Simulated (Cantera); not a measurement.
Mixture: 6.37 % CH4, 2.55 % CO, 19.2 % O2, 71.9 % N2, equivalence ratio 0.73, at 4.34 atm, adiabatic and at constant volume. Ignition delay is the time to a rise of 400 K.

Model: GRI-Mech 3.0 (53 species, 325 reactions), integrated in Cantera.

**Question.** Predict: delay at 1150 K; delay at 1250 K; delay at 1350 K; delay at 1450 K; delay at 1550 K; delay at 1650 K; apparent activation energy between 1450 and 1650 K.

**Answer.** 
- delay at 1150 K = 24.2 ms
- delay at 1250 K = 5.82 ms
- delay at 1350 K = 1.64 ms
- delay at 1450 K = 0.532 ms
- delay at 1550 K = 0.197 ms
- delay at 1650 K = 82.8 µs
- apparent activation energy between 1450 and 1650 K = 190 kJ/mol
